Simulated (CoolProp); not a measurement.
Vapour-liquid equilibrium of dimethyl carbonate (1) + cyclohexane (2) at 2080 kPa; x and y are mole fractions of (1).

Computed with CoolProp (multi-fluid Helmholtz-energy mixture model, Zhou 2011 and Zhou 2014; pair parameters Bell 2016).

```json
[
 {"x": "0.05", "bubble temperature, mixture model (°C)": "224.8", "bubble temperature, Raoult's law (°C)": "228.9", "y, mixture model": "0.084", "y, Raoult's law": "0.052"},
 {"x": "0.2", "bubble temperature, mixture model (°C)": "216.7", "bubble temperature, Raoult's law (°C)": "228.4", "y, mixture model": "0.268", "y, Raoult's law": "0.208"},
 {"x": "0.35", "bubble temperature, mixture model (°C)": "213.1", "bubble temperature, Raoult's law (°C)": "227.9", "y, mixture model": "0.395", "y, Raoult's law": "0.361"},
 {"x": "0.5", "bubble temperature, mixture model (°C)": "212.1", "bubble temperature, Raoult's law (°C)": "227.4", "y, mixture model": "0.500", "y, Raoult's law": "0.512"},
 {"x": "0.65", "bubble temperature, mixture model (°C)": "213.1", "bubble temperature, Raoult's law (°C)": "227.0", "y, mixture model": "0.606", "y, Raoult's law": "0.660"},
 {"x": "0.8", "bubble temperature, mixture model (°C)": "216.3", "bubble temperature, Raoult's law (°C)": "226.5", "y, mixture model": "0.736", "y, Raoult's law": "0.807"},
 {"x": "0.95", "bubble temperature, mixture model (°C)": "222.8", "bubble temperature, Raoult's law (°C)": "226.1", "y, mixture model": "0.919", "y, Raoult's law": "0.952"}
]
```

The largest gap from Raoult's law is -15.3 K in bubble temperature, at x = 0.5. y crosses x between x = 0.35 and 0.5: the model has an azeotrope there.

Pair parameters are fitted to limited data, so mixtures are less certain than the pure fluids.
